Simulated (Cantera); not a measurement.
A perfectly stirred reactor is fed with H₂ : O₂ : N₂ = 0.48 : 1 : 2.9 (molar parts), equivalence ratio 0.24, at 0.240 bar; it is held at 1200 K, and followed from long to short residence time.

Computed with Cantera and the H2/O2 subset of GRI-Mech 3.0, which has no nitrogen chemistry. The temperature is held fixed by assumption; the heat of reaction is taken as removed at once.

Q: What does this change do: 0.37 parts H2O added?

A: 
| quantity | before | after |
|---|---|---|
| x(H₂) at τ = 7.70 s | 2.91e-5 | 2.84e-5 |
| x(O₂) at τ = 7.70 s | 0.184 | 0.168 |
| x(H₂O₂) at τ = 7.70 s | 1.60e-7 | 1.81e-7 |
| x(H) at τ = 7.70 s | 7.23e-7 | 5.22e-7 |
| x(O) at τ = 7.70 s | 1.58e-5 | 9.79e-6 |
| x(H₂) at τ = 57.0 ms | 0.000698 | 0.000717 |
| x(O₂) at τ = 57.0 ms | 0.183 | 0.168 |
| x(H₂O₂) at τ = 57.0 ms | 1.08e-6 | 1.36e-6 |
| x(H) at τ = 57.0 ms | 9.96e-5 | 7.23e-5 |
| x(O) at τ = 57.0 ms | 0.000435 | 0.000280 |

Q: What does this change do: pressure from 0.240 bar to 0.170 bar?

A: 
```csv
quantity,before,after
x(H₂) at τ = 7.70 s,2.91e-5,3.44e-5
x(O₂) at τ = 7.70 s,0.184,0.184
x(H₂O₂) at τ = 7.70 s,1.60e-7,1.61e-7
x(H) at τ = 7.70 s,7.23e-7,1.44e-6
x(O) at τ = 7.70 s,1.58e-5,2.57e-5
x(H₂) at τ = 57.0 ms,0.000698,0.000813
x(O₂) at τ = 57.0 ms,0.183,0.183
x(H₂O₂) at τ = 57.0 ms,1.08e-6,9.51e-7
x(H) at τ = 57.0 ms,9.96e-5,0.000198
x(O) at τ = 57.0 ms,0.000435,0.000690
```
